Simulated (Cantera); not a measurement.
An adiabatic, constant-pressure homogeneous reactor starts with CH4 : CO : O2 : N2 = 1 : 0.12 : 2.06 : 7.75 (molar parts), equivalence ratio 1.0, at 1600 K and 12800 Torr. Integrator tolerance rtol = 1e-08.

Cantera simulation using GRI-Mech 3.0 (53 species, 325 reactions); the numbers are that mechanism's predictions, not measurements. The pressure lies above the range GRI-Mech 3.0 was tuned for (to about 10 atm).

Question: What does this change do: initial temperature 1600 to 1525 K?

Answer: 
```json
[
 {"quantity": "time of steepest temperature rise", "before": "50.8 µs", "after": "98.2 µs"},
 {"quantity": "temperature at 0.100 s", "before": "2971 K", "after": "2936 K"},
 {"quantity": "equilibrium temperature", "before": "2971 K", "after": "2936 K"},
 {"quantity": "x(CH4) at 0.100 s", "before": "<1e-12 (gas-phase equilibrium <1e-12)", "after": "<1e-12 (gas-phase equilibrium <1e-12)"},
 {"quantity": "x(CO) at 0.100 s", "before": "0.0373 (gas-phase equilibrium 0.0373)", "after": "0.0350 (gas-phase equilibrium 0.0350)"},
 {"quantity": "x(O2) at 0.100 s", "before": "0.0148 (gas-phase equilibrium 0.0148)", "after": "0.0139 (gas-phase equilibrium 0.0139)"},
 {"quantity": "x(C2H4) at 0.100 s", "before": "<1e-12 (gas-phase equilibrium <1e-12)", "after": "<1e-12 (gas-phase equilibrium <1e-12)"},
 {"quantity": "x(NO) at 0.100 s", "before": "0.0114 (gas-phase equilibrium 0.0114)", "after": "0.0106 (gas-phase equilibrium 0.0106)"}
]
```

Question: What does this change do: constant volume in place of constant pressure?

Answer: 
```json
[
 {"quantity": "time of steepest temperature rise", "before": "50.8 µs", "after": "46.7 µs"},
 {"quantity": "temperature at 0.100 s", "before": "2971 K", "after": "3182 K"},
 {"quantity": "equilibrium temperature", "before": "2971 K", "after": "3182 K"},
 {"quantity": "x(CH4) at 0.100 s", "before": "<1e-12 (gas-phase equilibrium <1e-12)", "after": "<1e-12 (gas-phase equilibrium <1e-12)"},
 {"quantity": "x(CO) at 0.100 s", "before": "0.0373 (gas-phase equilibrium 0.0373)", "after": "0.0445 (gas-phase equilibrium 0.0445)"},
 {"quantity": "x(O2) at 0.100 s", "before": "0.0148 (gas-phase equilibrium 0.0148)", "after": "0.0165 (gas-phase equilibrium 0.0165)"},
 {"quantity": "x(C2H4) at 0.100 s", "before": "<1e-12 (gas-phase equilibrium <1e-12)", "after": "<1e-12 (gas-phase equilibrium <1e-12)"},
 {"quantity": "x(NO) at 0.100 s", "before": "0.0114 (gas-phase equilibrium 0.0114)", "after": "0.0153 (gas-phase equilibrium 0.0153)"}
]
```
Above 3000 K some thermodynamic fits are extrapolated.
